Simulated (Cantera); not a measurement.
What does this Cantera script print?

```python
import numpy as np
import cantera as ct

gas = ct.Solution("h2o2.yaml")
gas.TPX = 998, 62000, {'H2': 1.7, 'O2': 1, 'N2': 2}
reactor = ct.IdealGasConstPressureReactor(gas, energy="off", clone=False)
net = ct.ReactorNet([reactor])
net.rtol, net.atol = 1e-08, 1e-18
show = ['H2', 'O2', 'O', 'OH', 'H', 'H2O2']
times = np.geomspace(4e-06, 2, 9)

steps = ct.SolutionArray(gas, extra=["t"])
rows = []
print(f"{'t/s':>10s}{'T/K':>9s}{'P/Pa':>11s}" + "".join(f"{s:>11s}" for s in show))
for t in times:
    while net.time < t:
        t_next = net.step()
        steps.append(gas.state, t=t_next)
    rows.append([np.interp(t, steps.t, y) for y in (steps.T, steps.P, *steps(*show).X.T)])
    print(f"{t:10.3e}{rows[-1][0]:9.1f}{rows[-1][1]:11.4g}" + "".join(f"{x:11.3e}" for x in rows[-1][2:]))
rate = np.gradient(steps.T, steps.t)
print("integrator steps:", len(steps.t))
if steps.T.max() > steps.T[0] + 200:
    print(f"time of steepest temperature rise: {steps.t[rate.argmax()]:.4e} s")
gas.TPX = 998, 62000, {'H2': 1.7, 'O2': 1, 'N2': 2}
gas.equilibrate("TP")
print(f"equilibrium (TP): T = {gas.T:.1f} K  " + "  ".join(f"{s} {gas[s].X[0]:.3e}" for s in show))
```

Result:

```
       t/s      T/K       P/Pa         H2         O2          O         OH          H       H2O2
 4.000e-06    998.0    6.2e+04  3.617e-01  2.128e-01  1.038e-11  4.060e-12  1.283e-10  4.799e-14
 2.063e-05    998.0    6.2e+04  3.617e-01  2.128e-01  1.369e-10  4.606e-11  1.169e-09  1.821e-12
 1.064e-04    998.0    6.2e+04  3.617e-01  2.128e-01  5.718e-08  1.901e-08  4.691e-07  1.197e-09
 5.485e-04    998.0    6.2e+04  7.997e-02  7.729e-02  3.307e-05  3.785e-05  1.542e-04  1.972e-05
 2.828e-03    998.0    6.2e+04  7.747e-02  7.609e-02  2.255e-07  2.161e-07  1.084e-06  1.059e-04
 1.459e-02    998.0    6.2e+04  7.411e-02  7.441e-02  5.052e-07  5.559e-07  2.426e-06  2.235e-04
 7.521e-02    998.0    6.2e+04  5.098e-02  6.331e-02  5.230e-07  6.561e-07  2.150e-06  1.994e-04
 3.878e-01    998.0    6.2e+04  9.040e-03  4.326e-02  2.656e-07  5.709e-07  4.700e-07  4.619e-05
 2.000e+00    998.0    6.2e+04  2.084e-04  3.906e-02  3.710e-09  1.119e-07  2.739e-09  3.073e-07
integrator steps: 1934
equilibrium (TP): T = 998.0 K  H2 2.354e-10  O2 3.896e-02  O 3.733e-11  OH 1.724e-07  H 4.219e-14  H2O2 1.884e-10
```

Computed with Cantera and the H2/O2 subset of GRI-Mech 3.0, which has no nitrogen chemistry. The temperature is held fixed by assumption; the heat of reaction is taken as removed at once.
